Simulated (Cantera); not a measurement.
Input: 1 mol S, 0.16 mol H2, 0.76 mol N2, at 59300 Torr.

These are equilibrium values from Cantera (NASA tables, ideal gas, pure condensed phases), not measurements of a reactor. Candidate condensed phases: S; 15 gas species. The ideal-gas law is rough above about 30 bar. The numbers say what is thermodynamically allowed, not how fast it happens.

At 2527 °C, list the 7 most abundant gas species with their mole fractions, and the condensed phases.

N2 0.542, S2 0.317, H2 0.0589, H2S 0.0368, SH 0.0345, S 0.00856, H 0.00223. Condensed: gas only.
